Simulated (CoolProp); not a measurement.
Vapour-liquid equilibrium of methanol (1) + water (2) at 0.166 bar; x and y are mole fractions of (1).

The numbers come from the multi-fluid Helmholtz-energy mixture model, de Reuck 1993 and Wagner 2002; pair parameters Bell 2016 in CoolProp.

Problem. Give the bubble temperature and the first vapour's composition at x = 0.05, 0.5, 0.95. Is there an azeotrope?

Solution. x = 0.05: 50.4 °C, y = 0.269; x = 0.5: 31.8 °C, y = 0.830; x = 0.95: 25.2 °C, y = 0.983. No azeotrope shows between x = 0.05 and 0.95.

The pair parameters rest on a limited set of measurements; away from them the model extrapolates.
